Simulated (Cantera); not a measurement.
**Ammonia decomposition in nitride growth gas**

A perfectly stirred reactor is fed with NH3 : N2 = 1 : 18 (molar parts), at 100000 Pa; it is held at 1650 K, and followed from long to short residence time.

Computed with Cantera and the gas-phase N/H chemistry of the illustrative SiF4/NH3 mechanism in the Surface Chemkin manual (1991). Walls and surfaces, which speed up NH3 decomposition in real reactors, are not modelled.

| τ (s) | x NH3 | x H | x H2 | x N2H4 | x N2H2 |
|---|---|---|---|---|---|
| 16 | 0.0144 | 1.53e-5 | 0.0544 | 1.49e-9 | 5.81e-9 |
| 5.3 | 0.0238 | 1.09e-5 | 0.0411 | 3.61e-9 | 1.35e-8 |
| 1.7 | 0.0351 | 6.42e-6 | 0.0249 | 7.37e-9 | 2.62e-8 |
| 0.56 | 0.0442 | 3.12e-6 | 0.0119 | 1.19e-8 | 3.92e-8 |
| 0.18 | 0.0494 | 1.28e-6 | 0.00455 | 1.66e-8 | 4.76e-8 |
| 0.060 | 0.0515 | 4.89e-7 | 0.00157 | 2.01e-8 | 4.97e-8 |
| 0.019 | 0.0523 | 1.68e-7 | 0.000462 | 2.05e-8 | 4.53e-8 |
| 0.0063 | 0.0525 | 5.72e-8 | 0.000119 | 1.53e-8 | 3.19e-8 |
| 0.0020 | 0.0526 | 1.89e-8 | 1.99e-5 | 5.23e-9 | 1.03e-8 |
| 0.00067 | 0.0526 | 1.10e-8 | 4.01e-6 | 7.55e-10 | 1.33e-9 |
x: mole fraction; the columns are a selection and need not sum to one.
